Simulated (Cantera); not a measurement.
Charge: 1 mol toluene, 0.026 mol NH3, held at 1.00 bar.

Equilibrium computed with Cantera from the NASA thermochemical tables; the gas is ideal and each condensed phase is pure. Candidate condensed phases: C, C6H6, C7H8, C8H18; 92 gas species. Kinetics and transport are ignored.

Q: At 750 K, list the 4 most abundant gas species with their mole fractions, and the condensed phases.

A: CH4 0.572, H2 0.423, N2 0.00499, NH3 9.93e-5. Condensed: C(graphite).
